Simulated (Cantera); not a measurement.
**Ignition delay**

Mixture: CH4 : O2 : N2 = 1 : 1.25 : 4.7 (molar parts), equivalence ratio 1.6, at 5.00 bar, adiabatic and at constant pressure. Ignition delay is the time to a rise of 400 K.

Model: GRI-Mech 3.0 (53 species, 325 reactions), integrated in Cantera.

```
T0 (K)  delay (ms)
------  ----------
1225          9.35
1275          5.04
1325          2.78
1375          1.58
1425         0.912
1475         0.538
1525         0.324
```

apparent activation energy between 1425 and 1525 K: 190 kJ/mol
